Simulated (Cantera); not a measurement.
**Thermal oxidation and active oxidation of silicon: Si + H₂O + H₂**

A closed system holds: 1 mol Si, 0.028 mol H₂O, 21 mol H₂, equilibrated at 4.40e-6 bar.

Equilibrium computed with Cantera from the NASA thermochemical tables; the gas is ideal and each condensed phase is pure. Candidate condensed phases: H₂O, Si, SiO₂; 18 gas species. Mutual solubility and eutectic melting of coexisting phases are not modelled. Kinetics and transport are ignored.

From 925 K to 1025 K the condensed part is Si(s) + SiO₂(β-quartz). From 1125 K to 1625 K the condensed part is Si(s). From 1725 K to 2125 K nothing is condensed. The main Si-bearing gas is SiO at 925 K and Si at 2125 K.

| T (K) | x H₂ | x H | x Si | x SiO | x SiH | x Si₂ | x Si₃ | x SiH₂ | n Si(s) | n SiO₂(β-quartz) |
|---|---|---|---|---|---|---|---|---|---|---|
| 925 | 1.000 | 1.24e-7 | <1e-12 | 3.99e-6 | <1e-12 | <1e-12 | <1e-12 | 8.89e-12 | 0.986 | 0.0140 |
| 1025 | 1.000 | 2.08e-6 | 1.50e-10 | 0.000328 | 1.75e-11 | <1e-12 | <1e-12 | 1.90e-10 | 0.983 | 0.0106 |
| 1125 | 0.999 | 2.12e-5 | 1.59e-8 | 0.00133 | 8.36e-10 | <1e-12 | <1e-12 | 2.36e-9 | 0.972 | 0 |
| 1225 | 0.999 | 0.000148 | 7.86e-7 | 0.00133 | 2.11e-8 | 8.95e-11 | 7.96e-12 | 1.95e-8 | 0.972 | 0 |
| 1325 | 0.998 | 0.000779 | 2.14e-5 | 0.00133 | 3.26e-7 | 6.63e-9 | 7.95e-10 | 1.16e-7 | 0.972 | 0 |
| 1425 | 0.995 | 0.00324 | 0.000366 | 0.00133 | 3.40e-6 | 2.66e-7 | 4.10e-8 | 5.39e-7 | 0.964 | 0 |
| 1525 | 0.983 | 0.0112 | 0.00429 | 0.00132 | 2.59e-5 | 6.54e-6 | 1.25e-6 | 2.02e-6 | 0.880 | 0 |
| 1625 | 0.929 | 0.0324 | 0.0370 | 0.00126 | 0.000149 | 0.000108 | 2.46e-5 | 6.14e-6 | 0.139 | 0 |
| 1725 | 0.874 | 0.0828 | 0.0421 | 0.00122 | 0.000118 | 3.66e-5 | 1.66e-6 | 2.75e-6 | 0 | 0 |
| 1825 | 0.774 | 0.185 | 0.0400 | 0.00115 | 7.83e-5 | 1.01e-5 | 9.12e-8 | 1.07e-6 | 0 | 0 |
| 1925 | 0.607 | 0.355 | 0.0362 | 0.00105 | 4.82e-5 | 2.85e-6 | 5.82e-9 | 3.79e-7 | 0 | 0 |
| 2025 | 0.393 | 0.575 | 0.0314 | 0.000906 | 2.64e-5 | 8.20e-7 | 4.13e-10 | 1.14e-7 | 0 | 0 |
| 2125 | 0.199 | 0.773 | 0.0271 | 0.000780 | 1.30e-5 | 2.55e-7 | 3.54e-11 | 2.83e-8 | 0 | 0 |
x: gas mole fraction; n: condensed amount in mol.
